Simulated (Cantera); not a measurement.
A closed system holds: 1 mol borazine, a varied amount of O2, held at 2125 K and 0.000610 bar.

Method: chemical equilibrium by Gibbs-energy minimisation in Cantera with the NASA 1993 tables (ideal gas, pure condensed phases). Candidate condensed phases: B, BN, B2O3, B3O3H3, H2O; 39 gas species. The feed counts by its element totals alone. The tables' values for BH2 are old estimates; treat these amounts as uncertain. Rates play no part.

Question: At 0.12 mol O2, list the 4 most abundant gas species with their mole fractions, and the condensed phases.

Answer: H2 0.541, N2 0.301, H 0.108, BO 0.0333. Condensed: B(s).
